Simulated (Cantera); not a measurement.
**Ignition delay**

Mixture: 10.4 % CH4, 18.8 % O2, 70.8 % N2, at 12.8 atm, adiabatic and at constant volume. Ignition delay is the time to a rise of 400 K.

Cantera simulation using GRI-Mech 3.0 (53 species, 325 reactions); the numbers are that mechanism's predictions, not measurements. The pressure lies above the range GRI-Mech 3.0 was tuned for (to about 10 atm).

```csv
T0 (K),delay (ms)
1100,13.1
1200,3.52
1300,1.10
1400,0.380
1500,0.143
1600,0.0580
1700,0.0254
```

* **apparent activation energy between 1500 and 1700 K**: 180 kJ/mol
